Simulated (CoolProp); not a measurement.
Vapour-liquid equilibrium of R22 (1) + R11 (2) at 330.1 K; x and y are mole fractions of (1).

Values from CoolProp's multi-fluid Helmholtz-energy mixture model, Kamei 1995 and Jacobsen 1992; pair parameters Bell 2016.

| x | bubble pressure, mixture model (bar) | bubble pressure, Raoult's law (bar) | y, mixture model | y, Raoult's law |
|---|---|---|---|---|
| 0.05 | 4.156 | 3.871 | 0.318 | 0.293 |
| 0.125 | 5.921 | 5.359 | 0.536 | 0.530 |
| 0.2 | 7.533 | 6.846 | 0.648 | 0.663 |
| 0.275 | 9.026 | 8.333 | 0.719 | 0.749 |
| 0.35 | 10.43 | 9.821 | 0.768 | 0.809 |
| 0.425 | 11.77 | 11.31 | 0.807 | 0.854 |
| 0.5 | 13.07 | 12.80 | 0.838 | 0.887 |
| 0.575 | 14.37 | 14.28 | 0.865 | 0.914 |
| 0.65 | 15.68 | 15.77 | 0.890 | 0.936 |
| 0.725 | 17.03 | 17.26 | 0.913 | 0.954 |
| 0.8 | 18.44 | 18.74 | 0.936 | 0.969 |
| 0.875 | 19.94 | 20.23 | 0.959 | 0.982 |
| 0.95 | 21.55 | 21.72 | 0.983 | 0.993 |

The largest gap from Raoult's law is +10.5 % in bubble pressure, at x = 0.125. No azeotrope shows between x = 0.05 and 0.95.

The pair parameters rest on a limited set of measurements; away from them the model extrapolates. The gap from Raoult's law changes sign with composition, which may be real or a fault of the pair parameters; it wasn't checked against measurements.
